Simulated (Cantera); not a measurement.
(CH3)2SiCl2 + HCl + H2 (silicon carbide growth)

A closed system holds: 1 mol (CH3)2SiCl2, 0.12 mol HCl, 14 mol H2, at 315 Torr.

Method: chemical equilibrium by Gibbs-energy minimisation in Cantera with the NASA 1993 tables (ideal gas, pure condensed phases). Candidate condensed phases: C, C6H6, C7H8, C8H18, Si, SiC; 109 gas species. The feed counts by its element totals alone. The tables' values for SiCl3 are old estimates; treat these amounts as uncertain. Kinetics and transport are ignored.

From 977 °C to 1377 °C the condensed part is C(graphite) + SiC(s). The main Si-bearing gas is SiCl4 at 977 °C and SiCl2 at 1377 °C.

```
T (°C)   x H2  x HCl     x CH4   x SiCl4   x SiCl2  x SiHCl3  n C(graphite)  n SiC(s)
------  -----  -----  --------  --------  --------  --------  -------------  --------
977     0.883  0.112   0.00360   0.00105   8.08e-5  0.000294          0.963     0.972
1027    0.882  0.114   0.00257  0.000528  0.000117  0.000186          0.971     0.983
1077    0.882  0.115   0.00188  0.000271  0.000161  0.000119          0.978     0.988
1127    0.882  0.116   0.00141  0.000144  0.000215   7.75e-5          0.984     0.990
1177    0.883  0.116   0.00108   7.88e-5  0.000279   5.17e-5          0.989     0.991
1227    0.883  0.116  0.000841   4.48e-5  0.000356   3.54e-5          0.994     0.991
1277    0.883  0.116  0.000666   2.64e-5  0.000446   2.47e-5          0.998     0.990
1327    0.883  0.116  0.000535   1.60e-5  0.000549   1.77e-5           1.00     0.988
1377    0.883  0.115  0.000435   1.00e-5  0.000666   1.29e-5           1.00     0.986
```
x: gas mole fraction; n: condensed amount in mol.
